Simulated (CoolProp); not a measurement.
A closed Brayton cycle with dry air: compressor inlet 308.15 K and 6.4 MPa, high pressure 21.1 MPa, turbine inlet 950 K, compressor efficiency 0.85, turbine efficiency 0.85, recuperator effectiveness 0.95 (on enthalpy, no pinch check). Each further row changes one setting.

Computed with CoolProp (reference Helmholtz-energy equation of state, Lemmon 2000). It is a pseudo-pure fit of the blend.

| case | thermal efficiency (%) | net work (kJ/kg) | compressor to turbine work | compressor exit (K) | turbine exit (K) |
|---|---|---|---|---|---|
| as stated | 35.2 | 94.7 | 0.62 | 457.0 | 735.4 |
| turbine inlet 900 K | ___ | 81.6 | ___ | 457.0 | 694.9 |
| compressor inlet 318.15 K | 33.4 | ___ | ___ | 471.6 | 735.4 |
| high pressure 17.9 MPa | 37.1 | ___ | ___ | 433.4 | 761.6 |
| recuperator effectiveness 0.5 | ___ | 94.7 | 0.62 | 457.0 | 735.4 |

**Question.** Complete the blanks.

**Answer.** 
- turbine inlet 900 K, thermal efficiency (%): 32.2
- turbine inlet 900 K, compressor to turbine work: 0.65
- compressor inlet 318.15 K, net work (kJ/kg): 89.4
- compressor inlet 318.15 K, compressor to turbine work: 0.64
- high pressure 17.9 MPa, net work (kJ/kg): 89.5
- high pressure 17.9 MPa, compressor to turbine work: 0.59
- recuperator effectiveness 0.5, thermal efficiency (%): 23.5
